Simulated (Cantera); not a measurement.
A Cantera script and what it prints.

```python
import numpy as np
import cantera as ct

gas_names = """
    N O2
""".split()
cond_names = """
    ZrO2(a) ZrO2(b) ZrO2(L) ZrN(s) ZrN(L)
""".split()


def load(file, names, dense=False):
    # The tables refer to 1 bar. Condensed volumes are neglected.
    table = {s.name: s for s in ct.Species.list_from_file(file)}
    out = []
    for n in names:
        d = dict(table[n].input_data)
        d["thermo"] = dict(d["thermo"], **{"reference-pressure": 1e5})
        if dense:
            d["equation-of-state"] = {"model": "constant-volume", "density": "1e6 g/cm^3"}
        out.append(ct.Species.from_dict(d))
    return out


species = {s.name: s for s in load("nasa_gas.yaml", gas_names) + load("nasa_condensed.yaml", cond_names)}
# Each term lists the table entries of one substance; the one whose range holds T is used.
reactions = {
    'ZrO2 + N(g) = O2(g) + ZrN':
        [(-1, ['ZrO2(a)', 'ZrO2(b)', 'ZrO2(L)']), (-1, ['N']), (1, ['O2']), (1, ['ZrN(s)', 'ZrN(L)'])],
}


def pick(names, T):
    return next(species[n] for n in names if species[n].thermo.min_temp <= T <= species[n].thermo.max_temp)


results = []
for label, terms in reactions.items():
    print(label)
    print("     T/K   dH/kJ  dS/(J/K)   dG/kJ   log10 K")
    for T in [300, 2398, 2448, 2498, 2548, 2598, 2648, 2698]:
        used = [(nu, pick(names, T)) for nu, names in terms]
        dH = sum(nu * s.thermo.h(T) for nu, s in used) / 1e6
        dS = sum(nu * s.thermo.s(T) for nu, s in used) / 1e3
        dG = dH - T * dS / 1e3
        logK = -dG * 1e6 / (ct.gas_constant * T * np.log(10))
        results.append((label, T, dH, dS, dG, logK, [s.name for _, s in used]))
        print(f"{T:8g} {dH:8.1f} {dS:8.1f} {dG:8.1f} {logK:8.2f}")
```

It prints:

```
ZrO2 + N(g) = O2(g) + ZrN
     T/K   dH/kJ  dS/(J/K)   dG/kJ   log10 K
     300    259.5     40.3    247.4   -43.08
    2398    244.9     22.4    191.3    -4.17
    2448    245.2     22.5    190.2    -4.06
    2498    245.6     22.6    189.0    -3.95
    2548    246.0     22.8    187.9    -3.85
    2598    246.4     23.0    186.8    -3.75
    2648    246.8     23.1    185.6    -3.66
    2698    247.3     23.3    184.4    -3.57
```

Cantera with NASA thermochemical tables; ideal gases at 1 bar, condensed phases pure. ZrN: taken at fixed stoichiometry. Condensed species are held in their standard states even where they would react or evaporate.
